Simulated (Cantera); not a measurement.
Feed: 1 mol SiH₂Cl₂, 0.56 mol HCl, 22 mol N₂, equilibrated at 1500 °C and 0.570 bar.

Method: chemical equilibrium by Gibbs-energy minimisation in Cantera with the NASA 1993 tables (ideal gas, pure condensed phases). Candidate condensed phases: NH₄Cl, Si, Si₃N₄; 28 gas species. The tables' values for SiCl₃ are old estimates; treat these amounts as uncertain. Equilibrium is a limit: real reactors are often held back by kinetics, nucleation or transport.

Base state: N₂ 0.896, HCl 0.0552, H₂ 0.0252, SiCl₂ 0.0193, SiCl₃ 0.00288, SiCl₄ 0.000732, Cl 0.000101, SiHCl₃ 7.84e-5 (mole fractions); condensed: Si₃N₄(s).

What changes in the equilibrium state with this change: temperature from 1500 °C to 1100 °C?


```
species          before     after
-------------  --------  --------
N₂                0.896     0.901
HCl              0.0552    0.0720
H₂               0.0252    0.0176
SiCl₂            0.0193  0.000280
SiCl₄          0.000732   0.00808
H               5.99e-5   5.87e-7
Cl             0.000101   1.99e-6
SiCl₃           0.00288  0.000700
SiHCl₃          7.84e-5  0.000125
Si₃N₄(s), mol     0.148     0.260
```
N₂ is the only nitrogen source here; it is nearly inert below about 1500 K, so the nitride shown seldom forms there in practice.
